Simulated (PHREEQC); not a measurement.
PHREEQC input (ion-association model, wateq4f.dat):

```
SOLUTION 1
  temp 25
  units mol/kgw
  pH 7 charge
  S(6) 0.039
  Cl 0.0037
  Ni 0.0016
  Cu(2) 0.00025
SOLUTION 2
  temp 25
  units mol/kgw
  pH 7 charge
  Cl 0.34
  Ni 0.17
  S(6) 7e-05
  Na 0.00014
END
SELECTED_OUTPUT 1
  -reset false
  -pH true
  -pe true
  -ionic_strength true
  -water true
  -totals Cl Cu Na Ni S Cu(1) Cu(2) S(-2) S(6)
  -molalities H+ Cl- Cu+2 Na+ Ni+2 SO4-2 NaSO4- HSO4- H2S HS-
    S-2 O2 OH- CuCl2- CuCl3-2 Cu+ CuCl+ CuCl2 CuCl3- CuCl4-2
    CuOH+ Cu(OH)2 Cu(OH)3- Cu(OH)4-2 Cu2(OH)2+2 CuSO4 Cu(HS)3- NiCl+ NiOH+ Ni(OH)2
    Ni(OH)3- NiSO4 NiCl2 Ni(SO4)2-2
  -equilibrium_phases Cu(OH)2 Brochantite Antlerite Atacamite Ni(OH)2 Ni4(OH)6SO4 Halite Mirabilite Chalcanthite Morenosite
PRINT
  -reset false
MIX 1
  1 1
  2 0
EQUILIBRIUM_PHASES 1
  Cu(OH)2 0 0
  Brochantite 0 0
  Antlerite 0 0
  Atacamite 0 0
  Ni(OH)2 0 0
  Ni4(OH)6SO4 0 0
  Halite 0 0
  Mirabilite 0 0
  Chalcanthite 0 0
  Morenosite 0 0
  O2(g) -0.68 10
END
# ... the last block is repeated for the other 10 points of share of solution B
```

Selected output (columns that matter, 11 of 11 rows; share of solution B added in front):

```
share of solution B	pH	mu	Cl	Cu	Na	Ni	S	m_H+	m_Cl-	m_Cu+2	m_Na+	m_Ni+2	m_SO4-2	m_HSO4-
0	1.3632	0.067356	0.0037	0.00025	0	0.0016	0.039	0.051484	0.0036948	0.00017151	0	0.0011355	0.011946	0.026516
0.1	1.3869	0.10364	0.03733	0.000225	1.4e-05	0.01844	0.035107	0.049798	0.036784	0.00016638	1.373e-05	0.014035	0.010748	0.020402
0.2	1.4219	0.14183	0.07096	0.0002	2.8e-05	0.03528	0.031214	0.046661	0.068946	0.00015403	2.7558e-05	0.027786	0.00973	0.015739
0.3	1.4663	0.18022	0.10459	0.000175	4.2e-05	0.05212	0.027321	0.042627	0.10017	0.000138	4.1451e-05	0.04173	0.0087337	0.011973
0.4	1.5208	0.21813	0.13822	0.00015	5.6e-05	0.06896	0.023428	0.037954	0.13045	0.00012001	5.5396e-05	0.055589	0.0077046	0.0088457
0.5	1.5879	0.25522	0.17185	0.000125	7e-05	0.0858	0.019535	0.032765	0.15978	0.00010094	6.9385e-05	0.069239	0.0066208	0.0062345
0.6	1.6728	0.29135	0.20548	0.0001	8.4e-05	0.10264	0.015642	0.027118	0.18815	8.1242e-05	8.3417e-05	0.082623	0.0054711	0.0040816
0.7	1.7854	0.32645	0.23911	7.5e-05	9.8e-05	0.11948	0.011749	0.021034	0.21556	6.1184e-05	9.7492e-05	0.095722	0.0042472	0.0023661
0.8	1.9488	0.3605	0.27274	5e-05	0.000112	0.13632	0.007856	0.014507	0.242	4.0912e-05	0.00011161	0.10854	0.0029403	0.0010927
0.9	2.2363	0.3935	0.30637	2.5e-05	0.000126	0.15316	0.003963	0.0075124	0.26747	2.0506e-05	0.00012578	0.1211	0.0015393	0.00028756
1	5.6298	0.42549	0.34	0	0.00014	0.17	7e-05	3.0462e-06	0.29197	0	0.00014	0.13344	2.83e-05	2.0875e-09
```

Species that the database lacks are ignored.
